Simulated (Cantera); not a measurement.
**B₂H₆ + O₂ + N₂ + NH₃ (boron, boron nitride and boron oxide)**

Feed: 1 mol B₂H₆, 0.5 mol O₂, 54 mol N₂, 26 mol NH₃, at 2148 K and 2.00 mbar.

Method: chemical equilibrium by Gibbs-energy minimisation in Cantera with the NASA 1993 tables (ideal gas, pure condensed phases). Candidate condensed phases: B, BN, B₂O₃, B₃O₃H₃, H₂O; 39 gas species. The feed counts by its element totals alone. The tables' values for BH₂ are old estimates; treat these amounts as uncertain. Kinetics and transport are ignored.

- x(N₂): 0.591
- x(H₂): 0.344
- x(H): 0.0547
- x(BO): 0.00580
- x(HBO): 0.00287
- x(B): 0.000581
- x(BH₂): 0.000313
- x(B₂O): 0.000106
- x(B₂O₂): 5.32e-5
- n(BN(s)): 0.883 mol
- gas amount: 112.5 mol
- log10 activity of B(s) (absent): -0.05
